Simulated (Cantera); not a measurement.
An adiabatic, constant-pressure homogeneous reactor starts with 8.69 % CH4, 0.452 % C2H6, 1.65 % C3H8, 16.0 % O2, 60.2 % N2, 13.0 % H2O, at 1598 K and 140000 Pa.

Detailed kinetics in Cantera: GRI-Mech 3.0 (53 species, 325 reactions). GRI-Mech 3.0 was tuned for natural gas; its chemistry of propane as a main component is partial and can be far from experiment.

One state of this run: T (K) = 2602; x CH4 = 1.73e-12; x C2H6 = <1e-12; x C3H8 = <1e-12; x C2H4 = <1e-12; x CO2 = 0.0329; x CH2 = <1e-12; x HO2 = 2.44e-7. x: mole fraction; the columns are a selection and need not sum to one.

**Question.** Which value of t (s) does it belong to?
A) 9.00e-6
B) 4.15e-5
C) 0.000883
D) 8.92e-5

**Answer.** C, 0.000883
